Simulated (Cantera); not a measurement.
A perfectly stirred reactor is fed with 9.24 % CH4, 0.832 % CO, 18.9 % O2, 71.1 % N2, equivalence ratio 1.0, at 5.00 bar; it is adiabatic with a 450 K inlet, and is followed from long to short residence time, starting on the burning branch (τ in s: 0.056, 0.025, 0.011, 0.0052, 0.0023, 0.0011, 0.00048, 0.00022, 9.7e-05).

Model: GRI-Mech 3.0 (53 species, 325 reactions), integrated in Cantera.

Q: Predict: blow-out, bracketed by the residence times tried; x(CH4) at τ = 56.0 ms; x(CO) at τ = 56.0 ms; x(O2) at τ = 56.0 ms; x(NO) at τ = 56.0 ms; x(H2O2) at τ = 56.0 ms; x(CH4) at τ = 2.30 ms; x(CO) at τ = 2.30 ms; x(O2) at τ = 2.30 ms; x(NO) at τ = 2.30 ms; x(H2O2) at τ = 2.30 ms.

A: 
```json
{
  "blow_out_bracketed_by_the_residence_times_tried": "burning at 97.0 µs, the shortest tried",
  "x(CH4) at τ = 56.0 ms": "1.86e-6",
  "x(CO) at τ = 56.0 ms": "0.00985",
  "x(O2) at τ = 56.0 ms": "0.00459",
  "x(NO) at τ = 56.0 ms": "0.00162",
  "x(H2O2) at τ = 56.0 ms": "1.37e-7",
  "x(CH4) at τ = 2.30 ms": "2.74e-5",
  "x(CO) at τ = 2.30 ms": "0.0139",
  "x(O2) at τ = 2.30 ms": "0.00769",
  "x(NO) at τ = 2.30 ms": "0.000525",
  "x(H2O2) at τ = 2.30 ms": "2.30e-7"
}
```
